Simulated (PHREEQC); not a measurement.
Solution (54 °C): 0.2 mol/kgw ZnSO4, 0.0087 mol/kgw Na2SO4 and 0.0091 mol/kgw NiCl2. Closed to the air; pH follows from the charge balance.

Computed with PHREEQC (ion-association model, wateq4f.dat).

Each row changes one thing in this solution. Precipitation was switched off in this run.

```tsv
case	pH	ionic strength (mol/kgw)	SO4-2 (mol/kgw)	NaSO4- (mol/kgw)	HSO4- (mol/kgw)	SI of Mirabilite (Na2SO4:10H2O)
as made	5.16	0.393	0.0648	0.00131	2.78e-5	-5.90
temperature from 54 to 90 °C	4.92	0.388	0.0686	0.00146	0.000129	-7.22
ZnSO4 replaced by KHSO4 at the same molality	1.33	0.320	0.0454	0.00101	0.139	-6.01
NiCl2 left out	5.16	0.374	0.0644	0.00133	2.77e-5	-5.89
temperature from 54 to 15 °C	5.53	0.412	0.0637	0.00112	4.95e-6	-4.13
temperature from 54 to 5 °C	5.60	0.419	0.0640	0.00107	3.51e-6	-3.60
```

Complexes and solids missing from the database can't appear. Constants without temperature data keep their 25 °C values here.
